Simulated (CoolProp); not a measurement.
Model: reference Helmholtz-energy equation of state, Span 2000, in CoolProp.

For nitrogen, give the phase and the density (kg/m³), cv (kJ/(kg K)), viscosity (µPa s) at 166 K and 2.39 MPa.


- 166 K and 2.39 MPa: gas; density 54.0, cv 0.779, viscosity 11.9

Viscosity comes from a separate model (Lemmon 2004).
